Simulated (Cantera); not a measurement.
**Premixed flame**

A freely propagating, adiabatic, planar premixed flame of CO : H₂ : CH₄ : O₂ : N₂ = 0.75 : 0.071 : 0.31 : 1.19 : 5.12 (molar parts), equivalence ratio 0.87, unburnt at 300 K and 2.47 atm; mixture-averaged transport, grid criteria slope 0.08 and curve 0.16, no radiation.

Detailed kinetics in Cantera: GRI-Mech 3.0 (53 species, 325 reactions). Burning velocities carry a grid error of a few per cent, more on coarse grids.

```json
[
 {"z (mm)": "-0.740", "T (K)": "300", "u (m/s)": "0.264", "x CO": "0.101", "x H₂": "0.00948", "x CH₄": "0.0417", "x CH₂CO": "<1e-8", "x O": "<1e-8", "x CH₂O": "<1e-8"},
 {"z (mm)": "-0.494", "T (K)": "301", "u (m/s)": "0.265", "x CO": "0.101", "x H₂": "0.00933", "x CH₄": "0.0416", "x CH₂CO": "<1e-8", "x O": "<1e-8", "x CH₂O": "1.40e-7"},
 {"z (mm)": "-0.370", "T (K)": "306", "u (m/s)": "0.269", "x CO": "0.101", "x H₂": "0.00910", "x CH₄": "0.0415", "x CH₂CO": "<1e-8", "x O": "<1e-8", "x CH₂O": "1.28e-6"},
 {"z (mm)": "-0.247", "T (K)": "343", "u (m/s)": "0.302", "x CO": "0.100", "x H₂": "0.00859", "x CH₄": "0.0404", "x CH₂CO": "8.76e-8", "x O": "<1e-8", "x CH₂O": "1.69e-5"},
 {"z (mm)": "-0.123", "T (K)": "677", "u (m/s)": "0.597", "x CO": "0.0943", "x H₂": "0.00768", "x CH₄": "0.0302", "x CH₂CO": "2.66e-6", "x O": "9.38e-7", "x CH₂O": "0.000297"},
 {"z (mm)": "-0.0617", "T (K)": "1077", "u (m/s)": "0.946", "x CO": "0.0856", "x H₂": "0.00718", "x CH₄": "0.0172", "x CH₂CO": "9.88e-6", "x O": "5.28e-5", "x CH₂O": "0.000495"},
 {"z (mm)": "0", "T (K)": "1480", "u (m/s)": "1.29", "x CO": "0.0706", "x H₂": "0.00593", "x CH₄": "0.00364", "x CH₂CO": "1.18e-5", "x O": "0.000887", "x CH₂O": "0.000265"},
 {"z (mm)": "0.0617", "T (K)": "1678", "u (m/s)": "1.44", "x CO": "0.0486", "x H₂": "0.00388", "x CH₄": "0.000148", "x CH₂CO": "8.79e-7", "x O": "0.00267", "x CH₂O": "2.06e-5"},
 {"z (mm)": "0.123", "T (K)": "1776", "u (m/s)": "1.51", "x CO": "0.0334", "x H₂": "0.00324", "x CH₄": "3.16e-6", "x CH₂CO": "1.91e-8", "x O": "0.00292", "x CH₂O": "5.47e-7"},
 {"z (mm)": "0.247", "T (K)": "1883", "u (m/s)": "1.59", "x CO": "0.0208", "x H₂": "0.00272", "x CH₄": "<1e-8", "x CH₂CO": "<1e-8", "x O": "0.00223", "x CH₂O": "<1e-8"},
 {"z (mm)": "0.494", "T (K)": "1975", "u (m/s)": "1.66", "x CO": "0.0131", "x H₂": "0.00180", "x CH₄": "<1e-8", "x CH₂CO": "<1e-8", "x O": "0.00126", "x CH₂O": "<1e-8"},
 {"z (mm)": "0.987", "T (K)": "2038", "u (m/s)": "1.71", "x CO": "0.00758", "x H₂": "0.000992", "x CH₄": "<1e-8", "x CH₂CO": "<1e-8", "x O": "0.000613", "x CH₂O": "<1e-8"},
 {"z (mm)": "1.97", "T (K)": "2074", "u (m/s)": "1.73", "x CO": "0.00395", "x H₂": "0.000507", "x CH₄": "<1e-8", "x CH₂CO": "<1e-8", "x O": "0.000292", "x CH₂O": "<1e-8"}
]
```
x: mole fraction of selected species; z is measured from the peak of heat release.

```
Property                      Value
------------------------  ---------
laminar burning velocity  26.4 cm/s
thermal thickness          0.247 mm
peak x(CH₂CO)               1.46e-5
peak x(O)                   0.00296
peak x(CH₂O)               0.000497
grid points                     135
```
